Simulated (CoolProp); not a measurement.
R507A at several states: Z from the reference equation and from simpler models built on Tc = 343.8 K, pc = 3705 kPa, ω = 0.286; each cubic takes its own stable root.

The numbers come from the reference Helmholtz-energy equation of state, Lemmon 2003 in CoolProp. It is a pseudo-pure fit of the blend.

```
T (K)  p (kPa)   phase  reference
-----  -------  ------  ---------
337.1     95.6     gas     0.9899
309.7     7760  liquid     0.2805
412.1     25.1     gas     0.9987
277.2      230     gas     0.9498
392.9      145     gas     0.9911
227.2      298  liquid    0.01186
```

Task: How far does each simpler model (van der Waals, Redlich-Kwong, Soave-Redlich-Kwong, Peng-Robinson) lie from the reference over these 6 states: mean and median of the absolute difference, and the worst?

Result: 
- van der Waals: mean 1305.0 %, median 1.1 %, worst +7769.3 % at 227.2 K and 298 kPa
- Redlich-Kwong: mean 6.7 %, median 0.6 %, worst +19.7 % at 309.7 K and 7760 kPa
- Soave-Redlich-Kwong: mean 5.2 %, median 0.4 %, worst +16.2 % at 309.7 K and 7760 kPa
- Peng-Robinson: mean 0.8 %, median 0.2 %, worst +3.3 % at 309.7 K and 7760 kPa

At some of these states van der Waals gives the other phase, because its saturation line lies elsewhere.
